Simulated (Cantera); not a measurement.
Input (Python, Cantera) and output of one run.

```python
import numpy as np
import cantera as ct

gas_names = """
    HF F
""".split()
cond_names = """
    BaO(s) BaO(L) Ba(cr) Ba(L) BaO2H2(s) BaO2H2(L)
""".split()


# ... load() reads the species with a 1 bar reference pressure and builds the phases ...
species = {s.name: s for s in load("nasa_gas.yaml", gas_names) + load("nasa_condensed.yaml", cond_names)}
# Each term lists the table entries of one substance; the one whose range holds T is used.
reactions = {
    '2 BaO + 2 HF(g) = Ba + Ba(OH)2 + 2 F(g)':
        [(-2, ['BaO(s)', 'BaO(L)']), (-2, ['HF']), (1, ['Ba(cr)', 'Ba(L)']), (1, ['BaO2H2(s)', 'BaO2H2(L)']), (2, ['F'])],
}


def pick(names, T):
    return next(species[n] for n in names if species[n].thermo.min_temp <= T <= species[n].thermo.max_temp)


results = []
for label, terms in reactions.items():
    print(label)
    print("     T/K   dH/kJ  dS/(J/K)   dG/kJ   log10 K")
    for T in [1598, 1698, 1798, 1898, 1998, 2098, 2198, 2298, 2398, 2498]:
        used = [(nu, pick(names, T)) for nu, names in terms]
        dH = sum(nu * s.thermo.h(T) for nu, s in used) / 1e6
        dS = sum(nu * s.thermo.s(T) for nu, s in used) / 1e3
        dG = dH - T * dS / 1e3
        logK = -dG * 1e6 / (ct.gas_constant * T * np.log(10))
        results.append((label, T, dH, dS, dG, logK, [s.name for _, s in used]))
        print(f"{T:8g} {dH:8.1f} {dS:8.1f} {dG:8.1f} {logK:8.2f}")
```

It prints:

```
2 BaO + 2 HF(g) = Ba + Ba(OH)2 + 2 F(g)
     T/K   dH/kJ  dS/(J/K)   dG/kJ   log10 K
    1598    931.3     92.0    784.3   -25.64
    1698    934.7     94.0    775.0   -23.84
    1798    937.8     95.8    765.5   -22.24
    1898    940.7     97.4    755.8   -20.80
    1998    943.5     98.8    746.0   -19.50
    2098    946.0    100.1    736.0   -18.33
    2198    948.4    101.2    726.0   -17.25
    2298    833.3     50.9    716.4   -16.28
    2398    835.2     51.7    711.3   -15.49
    2498    837.1     52.4    706.1   -14.76
```

Cantera with NASA thermochemical tables; ideal gases at 1 bar, condensed phases pure. Condensed species are held in their standard states even where they would react or evaporate.
